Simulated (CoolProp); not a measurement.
Vapour-liquid equilibrium of acetone (1) + p-xylene (2) at 319.9 K; x and y are mole fractions of (1).

Values from CoolProp's multi-fluid Helmholtz-energy mixture model, Lemmon 2006 and Zhou 2012; pair parameters Bell 2016.

```json
[
 {"x": "0.05", "bubble pressure, mixture model (MPa)": "0.01123", "bubble pressure, Raoult's law (MPa)": "0.007175", "y, mixture model": "0.682", "y, Raoult's law": "0.508"},
 {"x": "0.125", "bubble pressure, mixture model (MPa)": "0.02029", "bubble pressure, Raoult's law (MPa)": "0.01236", "y, mixture model": "0.834", "y, Raoult's law": "0.737"},
 {"x": "0.2", "bubble pressure, mixture model (MPa)": "0.02741", "bubble pressure, Raoult's law (MPa)": "0.01755", "y, mixture model": "0.884", "y, Raoult's law": "0.831"},
 {"x": "0.275", "bubble pressure, mixture model (MPa)": "0.03316", "bubble pressure, Raoult's law (MPa)": "0.02273", "y, mixture model": "0.910", "y, Raoult's law": "0.881"},
 {"x": "0.35", "bubble pressure, mixture model (MPa)": "0.03798", "bubble pressure, Raoult's law (MPa)": "0.02792", "y, mixture model": "0.926", "y, Raoult's law": "0.913"},
 {"x": "0.425", "bubble pressure, mixture model (MPa)": "0.04219", "bubble pressure, Raoult's law (MPa)": "0.03311", "y, mixture model": "0.938", "y, Raoult's law": "0.935"},
 {"x": "0.5", "bubble pressure, mixture model (MPa)": "0.04602", "bubble pressure, Raoult's law (MPa)": "0.03829", "y, mixture model": "0.947", "y, Raoult's law": "0.951"},
 {"x": "0.575", "bubble pressure, mixture model (MPa)": "0.04968", "bubble pressure, Raoult's law (MPa)": "0.04348", "y, mixture model": "0.955", "y, Raoult's law": "0.964"},
 {"x": "0.65", "bubble pressure, mixture model (MPa)": "0.05330", "bubble pressure, Raoult's law (MPa)": "0.04867", "y, mixture model": "0.963", "y, Raoult's law": "0.973"},
 {"x": "0.725", "bubble pressure, mixture model (MPa)": "0.05701", "bubble pressure, Raoult's law (MPa)": "0.05385", "y, mixture model": "0.970", "y, Raoult's law": "0.981"},
 {"x": "0.8", "bubble pressure, mixture model (MPa)": "0.06091", "bubble pressure, Raoult's law (MPa)": "0.05904", "y, mixture model": "0.978", "y, Raoult's law": "0.987"},
 {"x": "0.875", "bubble pressure, mixture model (MPa)": "0.06509", "bubble pressure, Raoult's law (MPa)": "0.06422", "y, mixture model": "0.986", "y, Raoult's law": "0.993"},
 {"x": "0.95", "bubble pressure, mixture model (MPa)": "0.06962", "bubble pressure, Raoult's law (MPa)": "0.06941", "y, mixture model": "0.994", "y, Raoult's law": "0.997"}
]
```

The largest gap from Raoult's law is +64.2 % in bubble pressure, at x = 0.125. No azeotrope shows between x = 0.05 and 0.95.

The pair parameters rest on a limited set of measurements; away from them the model extrapolates. With so large a gap from Raoult's law the liquid may split in two, which this calculation doesn't test in full.
